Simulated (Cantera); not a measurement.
A Cantera script and what it prints.

```python
import numpy as np
import cantera as ct

gas_names = """
    CL CL2 H HCL H2 Si SiCL SiCL2 SiCL3 SiCL4 SiH SiHCL3 SiH2 SiH2CL2 SiH3 SiH3CL SiH4 Si2 Si3
""".split()
cond_names = """
    Si(cr) Si(L)
""".split()


def load(file, names, dense=False):
    # The tables refer to 1 bar. Condensed volumes are neglected.
    table = {s.name: s for s in ct.Species.list_from_file(file)}
    out = []
    for n in names:
        d = dict(table[n].input_data)
        d["thermo"] = dict(d["thermo"], **{"reference-pressure": 1e5})
        if dense:
            d["equation-of-state"] = {"model": "constant-volume", "density": "1e6 g/cm^3"}
        out.append(ct.Species.from_dict(d))
    return out


gas = ct.Solution(thermo="ideal-gas", species=load("nasa_gas.yaml", gas_names))
cond = {s.name: ct.Solution(thermo="fixed-stoichiometry", species=[s], name=s.name)
        for s in load("nasa_condensed.yaml", cond_names, dense=True)}
atoms = {
    'Si': {'Si': 1},
    'Cl2': {'CL': 2},
    'H2': {'H': 2},
}
top_T = {}  # K; cautious upper limits of use, not melting points


def equilibrate(T, P, feed):
    n = {}
    for name, mol in feed.items():
        for a, k in atoms[name].items():
            n[a] = n.get(a, 0.0) + k * mol
    gas.TPX = T, P, n
    mass = sum(n.values()) * gas.mean_molecular_weight
    gas.equilibrate("TP")
    valid = [c for c in cond.values() if c.min_temp <= T <= top_T.get(c.name, c.max_temp)]
    mix = ct.Mixture([(gas, mass / gas.mean_molecular_weight)] + [(c, 0.0) for c in valid])
    mix.T, mix.P = T, P
    mix.equilibrate("TP", solver="vcs", rtol=1e-11, max_steps=5000)
    return mix


results = []
T = 948  # K
P = 110000  # Pa
for m in [0.5, 0.59, 0.69, 0.8, 0.94, 1.1, 1.3, 1.5, 1.8, 2.1, 2.4]:
    feed = {'Si': 1, 'Cl2': m, 'H2': 0.46}  # mol
    mix = equilibrate(T, P, feed)
    results.append((T, P, feed, dict(zip(mix.species_names, mix.species_moles))))

top = {s: max(r[3][s] / sum(r[3][g] for g in gas_names) for r in results) for s in gas_names}
cols = sorted((s for s in top if top[s] > 0.001), key=lambda s: -top[s])[:9]
seen = [c for c in cond_names if any(r[3].get(c, 0) > 1e-12 for r in results)]
print("log10 of partial pressures in bar; condensed amounts in mol")
print(f"{'n(Cl2)':>10s}" + "".join(f"{s[:9]:>10s}" for s in cols + seen))
for T, P, feed, n in results:
    ng = sum(n[g] for g in gas_names)
    print(f"{feed['Cl2']:10.4g}" + "".join(f"{np.log10(max(n[s] / ng * P / 1e5, 1e-99)):10.3f}" for s in cols)
          + "".join(f"{n.get(c, 0):10.4g}" for c in seen))
```

Output:

```
log10 of partial pressures in bar; condensed amounts in mol
    n(Cl2)     SiCL4        H2       HCL    SiHCL3   SiH2CL2     SiCL3    Si(cr)
       0.5    -0.512    -0.176    -2.086    -0.949    -2.381    -2.927     0.732
      0.59    -0.460    -0.207    -2.088    -0.925    -2.386    -2.888    0.6848
      0.69    -0.413    -0.240    -2.093    -0.906    -2.395    -2.853    0.6326
       0.8    -0.372    -0.273    -2.099    -0.892    -2.407    -2.822    0.5753
      0.94    -0.329    -0.313    -2.108    -0.880    -2.426    -2.790    0.5026
       1.1    -0.291    -0.355    -2.120    -0.873    -2.449    -2.761    0.4197
       1.3    -0.254    -0.403    -2.135    -0.869    -2.479    -2.734    0.3165
       1.5    -0.225    -0.448    -2.150    -0.869    -2.509    -2.712    0.2135
       1.8    -0.191    -0.509    -2.172    -0.874    -2.552    -2.686   0.05947
       2.1    -0.155    -0.605    -0.834    -2.272    -5.384    -4.036         0
       2.4    -0.228    -1.452    -0.325    -3.702    -8.171    -5.042         0
```

Cantera equilibrium calculation (NASA polynomials, part measured and part estimated; ideal gas, pure solids and liquids). The tables' values for SiCl3 are old estimates; treat these amounts as uncertain.
